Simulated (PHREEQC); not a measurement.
Dissolve 0.002 mol HNO3, 0.00015 mol CaCl2 and 0.2 mol H2SO4 per kg of water at 25 °C. It is in equilibrium with CO2 at log p = -3.4 (atm). Otherwise closed; pH follows from the charge balance.

All values are PHREEQC results (ion-association model, phreeqc.dat), not measurements.

This is a speciation only: nothing precipitates in the calculation.

Question: Order these Ca species by the share of Ca that they hold, largest first: CaHSO4+, CaSO4, Ca+2.

Answer: Ca+2 (50 %), CaHSO4+ (31 %), CaSO4 (18 %)

The pH is 0.74 and the ionic strength 0.257 mol/kgw. Species that the database lacks are ignored.
